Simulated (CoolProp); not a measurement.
A single-stage vapour-compression cycle with R123: evaporating at 324.15 K (dew point), condensing at 387.15 K (bubble point), superheat 2 K, subcooling 0 K, compressor efficiency 0.9, no pressure losses. Each further row changes one setting.

Model: reference Helmholtz-energy equation of state, Younglove 1994, in CoolProp. It is a modified Benedict-Webb-Rubin equation, recast in Helmholtz form.

```csv
case,cooling COP,pressure ratio,discharge temperature (K),refrigerating effect (kJ/kg),volumetric capacity (kJ/m³)
as stated,___,4.84,387.1,91.6,1220
evaporating temperature 329.15 K,3.63,4.17,387.1,94.6,___
condensing temperature 382.15 K,3.63,___,382.2,___,1300
subcooling 5 K,___,4.84,387.1,___,1300
superheat 12 K,3.29,4.84,391.8,___,1270
compressor efficiency 0.8,2.84,4.84,387.1,91.6,1220
```

Fill in the missing entries.


- as stated, cooling COP: 3.19
- evaporating temperature 329.15 K, volumetric capacity (kJ/m³): 1450
- condensing temperature 382.15 K, pressure ratio: 4.36
- condensing temperature 382.15 K, refrigerating effect (kJ/kg): 97.4
- subcooling 5 K, cooling COP: 3.40
- subcooling 5 K, refrigerating effect (kJ/kg): 97.5
- superheat 12 K, refrigerating effect (kJ/kg): 99.1

The compression ends wet for: as stated; evaporating temperature 329.15 K; condensing temperature 382.15 K; subcooling 5 K; compressor efficiency 0.8.
